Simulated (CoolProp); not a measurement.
Model: reference Helmholtz-energy equation of state, Akasaka 2024, in CoolProp.

Task: For R1132(E), give the phase and the cv (kJ/(kg K)) at 261.9 K and 6.5 MPa; 255.6 K and 0.279 MPa; 328.6 K and 0.114 MPa.

Result: 
- 261.9 K and 6.5 MPa: liquid; cv 1.07
- 255.6 K and 0.279 MPa: gas; cv 0.765
- 328.6 K and 0.114 MPa: gas; cv 0.866
